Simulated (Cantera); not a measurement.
Cantera with NASA thermochemical tables; ideal gases at 1 bar, condensed phases pure. Values are per mole of reaction as written; species without (g) are pure solids or liquids, kept so even where they would boil at 1 bar.

V2O3 + 2 H2O(g) = V2O5 + 2 H2(g), with ΔH° = 151.9 kJ and ΔS° = -83.8 J/K at 300 K.

Task: How far is the shortcut ΔG° ≈ ΔH°(300 K) − T·ΔS°(300 K) from the full temperature-dependent value at 575, 725, 875, 1025, 1175, 1325, 1475, 1625, 1775, 1925 K?

Result: 
```
T (K)  shortcut (kJ)  full (kJ)  difference (kJ)  difference in log10 K  condensed phases
-----  -------------  ---------  ---------------  ---------------------  ----------------
575            200.0      197.9              2.1                  -0.19  V2O3(s), V2O5(s)
725            212.6      207.7              4.9                  -0.35  V2O3(s), V2O5(s)
875            225.2      216.7              8.5                  -0.50  V2O3(s), V2O5(s)
1025           237.7      219.4             18.3                  -0.93  V2O3(s), V2O5(l)
1175           250.3      216.8             33.5                  -1.49  V2O3(s), V2O5(l)
1325           262.9      213.8             49.1                  -1.93  V2O3(s), V2O5(l)
1475           275.5      210.5             64.9                  -2.30  V2O3(s), V2O5(l)
1625           288.0      207.1             80.9                  -2.60  V2O3(s), V2O5(l)
1775           300.6      203.6             97.0                  -2.85  V2O3(s), V2O5(l)
1925           313.2      200.2            113.0                  -3.07  V2O3(s), V2O5(l)
```
The shortcut ignores heat capacities and the phase changes listed.
